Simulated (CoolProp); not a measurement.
Methane at several states: Z from the reference equation and from simpler models built on Tc = 190.6 K, pc = 4.599 MPa, ω = 0.011; each cubic takes its own stable root.

Model: reference Helmholtz-energy equation of state, Setzmann 1991, in CoolProp.

```tsv
T (K)	p (MPa)	phase	reference
168.1	10.8	liquid	0.3583
291.8	0.286	gas	0.9947
158.4	4.58	liquid	0.1597
141.8	7.95	liquid	0.2805
363.6	2.42	gas	0.9824
```

How far does each simpler model (van der Waals, Redlich-Kwong, Soave-Redlich-Kwong, Peng-Robinson) lie from the reference over these 5 states: mean and median of the absolute difference, and the worst?


- van der Waals: mean 24.8 %, median 37.6 %, worst +43.6 % at 158.4 K and 4.58 MPa
- Redlich-Kwong: mean 1.6 %, median 0.7 %, worst +3.9 % at 158.4 K and 4.58 MPa
- Soave-Redlich-Kwong: mean 1.9 %, median 1.4 %, worst +4.4 % at 158.4 K and 4.58 MPa
- Peng-Robinson: mean 5.3 %, median 7.5 %, worst -10.1 % at 141.8 K and 7.95 MPa
